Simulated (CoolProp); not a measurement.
Vapour-liquid equilibrium of propylene (1) + R134a (2) at 297.1 K; x and y are mole fractions of (1).

The numbers come from the multi-fluid Helmholtz-energy mixture model, Lemmon 2013 and Tillner-Roth 1994; pair parameters Bell 2016 in CoolProp.

**Question.** Give the bubble pressure and the first vapour's composition at x = 0.05, 0.5, 0.95. Is there an azeotrope?

**Answer.** x = 0.05: 0.7271 MPa, y = 0.138; x = 0.5: 1.125 MPa, y = 0.616; x = 0.95: 1.153 MPa, y = 0.934. y crosses x between x = 0.65 and 0.8: the model has an azeotrope there.

Pair parameters are fitted to limited data, so mixtures are less certain than the pure fluids.
